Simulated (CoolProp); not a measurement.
Properties of R142b along the isobar 916 kPa (Tc = 410.3 K, pc = 4055 kPa, ω = 0.232).

Model: reference Helmholtz-energy equation of state, Lemmon 2006, in CoolProp. It is a short technical equation, of lower accuracy than the large ones.

```
T (K)  phase       Z  cp (kJ/(kg K))  Joule-Thomson coefficient (K/MPa)  isothermal compressibility (1/MPa)  Prandtl number
-----  -----  ------  --------------  ---------------------------------  ----------------------------------  --------------
376.2    gas  0.8862           1.051                              14.15                               1.248           0.796
380.1    gas  0.8906           1.051                              13.63                               1.240           0.790
384      gas  0.8947           1.052                              13.13                                   ?           0.785
387.9    gas  0.8987           1.053                              12.67                               1.226           0.780
391.8    gas  0.9024           1.055                              12.23                               1.220               ?
395.7    gas  0.9059           1.056                              11.82                               1.214           0.771
399.6    gas  0.9093           1.058                              11.44                               1.209           0.767
403.5    gas       ?           1.061                              11.07                               1.204           0.763
407.4    gas  0.9155           1.063                              10.72                               1.199           0.759
411.3    gas  0.9184           1.066                              10.40                               1.195           0.756
415.2    gas  0.9212           1.069                              10.08                               1.191           0.752
419.2    gas  0.9239           1.072                              9.780                               1.187           0.749
423.1    gas  0.9264           1.075                              9.499                               1.183           0.746
427      gas  0.9288           1.078                              9.231                               1.180           0.743
430.9    gas  0.9311           1.081                              8.975                               1.176               ?
434.8    gas  0.9333           1.084                              8.731                               1.173           0.737
```

Question: Fill in the missing entries.

Answer: 
- 384, isothermal compressibility (1/MPa): 1.233
- 391.8, Prandtl number: 0.776
- 403.5, Z: 0.9125
- 430.9, Prandtl number: 0.740

Viscosity comes from a separate model (Huber 2003), an estimate that may be off by 10 % or more. Thermal conductivity comes from a separate model (Huber 2003), an estimate that may be off by 10 % or more.
